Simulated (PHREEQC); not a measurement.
Solution (70 °C): 0.0029 mol/kgw HNO3, 0.00082 mol/kgw AlCl3 and 4.7e-05 mol/kgw MnSO4. Closed to the air; pH follows from the charge balance.

All values are PHREEQC results (ion-association model, phreeqc.dat), not measurements.

This is a speciation only: nothing precipitates in the calculation.

**Question.** Order these Al species by the share of Al that they hold, largest first: Al(OH)2+, AlSO4+, AlOH+2, Al+3.

**Answer.** Al+3 (94 %), AlOH+2 (3.4 %), AlSO4+ (2.6 %), Al(OH)2+ (0.15 %)

**Question.** Order these S species by the share of S that they hold, largest first: HSO4-, AlSO4+, SO4-2, MnSO4.

**Answer.** AlSO4+ (46 %), SO4-2 (34 %), HSO4- (20 %), MnSO4 (0.27 %)

The pH is 2.57 and the ionic strength 0.00780 mol/kgw. At this temperature some constants are extrapolated from 25 °C, and those without enthalpy data are left unchanged.
